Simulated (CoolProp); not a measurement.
Vapour-liquid equilibrium of cyclohexane (1) + n-octane (2) at 380.1 K; x and y are mole fractions of (1).

Model: multi-fluid Helmholtz-energy mixture model, Zhou 2014 and Beckmüller 2019; pair parameters Bell 2016, in CoolProp.

Give the bubble pressure and the first vapour's composition at x = 0.15, 0.25, 0.75. Is there an azeotrope?

x = 0.15: 80.41 kPa, y = 0.373; x = 0.25: 95.33 kPa, y = 0.530; x = 0.75: 170.9 kPa, y = 0.908. No azeotrope shows between x = 0.05 and 0.95.

The pair parameters rest on a limited set of measurements; away from them the model extrapolates.
